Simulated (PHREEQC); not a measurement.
**Arsenic or selenium liquor (model solution)**

A solution holds 0.06 mol H2SeO4, 0.16 mol NH4HSO4 and 0.29 mol NaCl per kg of water, at 39 °C. Closed to the air; pH follows from the charge balance.

The numbers come from PHREEQC with the ion-association model, wateq4f.dat.

This is a speciation only: nothing precipitates in the calculation.

Estimate the pH, activity of water.

pH 1.02; activity of water 0.982.

In which forms is N present?

NH4+ 93 %, NH4SO4- 7.3 % of the N.

At this temperature some constants are extrapolated from 25 °C, and those without enthalpy data are left unchanged.
